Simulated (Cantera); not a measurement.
Feed: 1 mol B, 3.8 mol H2, a varied amount of N2, equilibrated at 1000 K and 13.3 mbar.

Method: chemical equilibrium by Gibbs-energy minimisation in Cantera with the NASA 1993 tables (ideal gas, pure condensed phases). Candidate condensed phases: B, BN; 15 gas species. N2 is the only nitrogen source here; it is nearly inert below about 1500 K, so the nitride shown seldom forms there in practice. Kinetics and transport are ignored.

Problem. Which condensed phases are stable at each of these points (n(N2) (mol)): 0.38, 0.69, 1.3, 2.3, 4.1, 7.5, 14, 25, 45, 82, 150?

Solution. 
| n(N2) (mol) | condensed phases | B condensed (%) |
|---|---|---|
| 0.38 | B(s) + BN(s) | 100.0 |
| 0.69 | BN(s) | 100.0 |
| 1.3 | BN(s) | 100.0 |
| 2.3 | BN(s) | 100.0 |
| 4.1 | BN(s) | 100.0 |
| 7.5 | BN(s) | 100.0 |
| 14 | BN(s) | 100.0 |
| 25 | BN(s) | 100.0 |
| 45 | BN(s) | 100.0 |
| 82 | BN(s) | 100.0 |
| 150 | BN(s) | 100.0 |

At 0.38 mol N2 the condensed part is B(s) + BN(s). From 0.69 mol N2 to 150 mol N2 the condensed part is BN(s).
